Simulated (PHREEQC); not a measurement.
Dissolve 0.013 mol/kgw CuCl2, 0.0093 mol/kgw H2SO4 and 0.077 mol/kgw H3BO3 at 80 °C. Closed to the air; pH follows from the charge balance.

The numbers come from PHREEQC with the ion-association model, phreeqc.dat.

Precipitation was switched off in this run.

Problem. Order these S species by the share of S that they hold, largest first: SO4-2, CuSO4, HSO4-.

Solution. HSO4- (61 %), SO4-2 (26 %), CuSO4 (13 %)

Problem. Order these Cu species by the share of Cu that they hold, largest first: Cu+2, CuSO4, CuCl+, CuCl2.

Solution. Cu+2 (71 %), CuCl+ (20 %), CuSO4 (9.5 %), CuCl2 (0.26 %)

The pH is 1.96 and the ionic strength 0.0454 mol/kgw. Away from 25 °C the constants follow the database's enthalpies or fits; those with neither stay at their 25 °C values.
